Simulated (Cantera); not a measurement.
Charge: 1 mol NiS, 270 mol H2, 1.3 mol N2, held at 1852 °C.

Method: chemical equilibrium by Gibbs-energy minimisation in Cantera with the NASA 1993 tables (ideal gas, pure condensed phases). Candidate condensed phases: Ni, NiS, NiS2, Ni3S2, Ni3S4, S; 17 gas species. Rates play no part.

x: gas mole fraction; n: condensed amount in mol.

```tsv
P (Pa)	x H2	x H	x N2	x Ni	x H2S	x S	n Ni(l)
10	0.688	0.301	0.00404	0.00311	___	0.00275	0
52	0.843	0.146	0.00441	0.00339	___	0.00248	0
270	0.921	0.0671	0.00460	0.00352	___	0.00174	0
1400	0.958	0.0300	0.00469	0.00356	___	0.000905	0
7200	0.975	0.0134	0.00474	0.00354	___	0.000353	0
37000	0.984	0.00592	0.00476	0.00206	___	0.000107	0.412
190000	0.989	0.00262	0.00478	0.000402	___	2.64e-5	0.885
1000000	0.990	0.00114	0.00478	7.64e-5	___	5.55e-6	0.978
```

Fill in the missing entries.


- 10, x H2S: 1.18e-5
- 52, x H2S: 6.78e-5
- 270, x H2S: 0.000270
- 1400, x H2S: 0.000757
- 7200, x H2S: 0.00155
- 37000, x H2S: 0.00242
- 190000, x H2S: 0.00309
- 1000000, x H2S: 0.00342
